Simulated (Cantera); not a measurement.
A perfectly stirred reactor is fed with 6.24 % CH4, 6.05 % CO, 18.5 % O2, 69.2 % N2, equivalence ratio 0.84, at 0.987 atm; it is adiabatic with a 523 K inlet, and is followed from long to short residence time, starting on the burning branch (τ in s: 0.084, 0.025, 0.0074, 0.0022, 0.00065, 0.00019, 5.6e-05, 1.7e-05, 4.9e-06).

Cantera simulation using GRI-Mech 3.0 (53 species, 325 reactions); the numbers are that mechanism's predictions, not measurements.

Question: Predict: blow-out, bracketed by the residence times tried; x(CH4) at τ = 84.0 ms; x(CO) at τ = 84.0 ms; x(O2) at τ = 84.0 ms; x(NO2) at τ = 84.0 ms; x(CH4) at τ = 0.650 ms; x(CO) at τ = 0.650 ms; x(O2) at τ = 0.650 ms; x(NO2) at τ = 0.650 ms; x(C2H4) at τ = 0.650 ms.

Answer: 
| Quantity | Value |
|---|---|
| blow-out, bracketed by the residence times tried | burning at 56.0 µs, out at 17.0 µs |
| x(CH4) at τ = 84.0 ms | 2.22e-6 |
| x(CO) at τ = 84.0 ms | 0.00682 |
| x(O2) at τ = 84.0 ms | 0.0320 |
| x(NO2) at τ = 84.0 ms | 8.53e-7 |
| x(CH4) at τ = 0.650 ms | 9.61e-5 |
| x(CO) at τ = 0.650 ms | 0.0285 |
| x(O2) at τ = 0.650 ms | 0.0439 |
| x(NO2) at τ = 0.650 ms | 1.59e-8 |
| x(C2H4) at τ = 0.650 ms | 1.57e-8 |
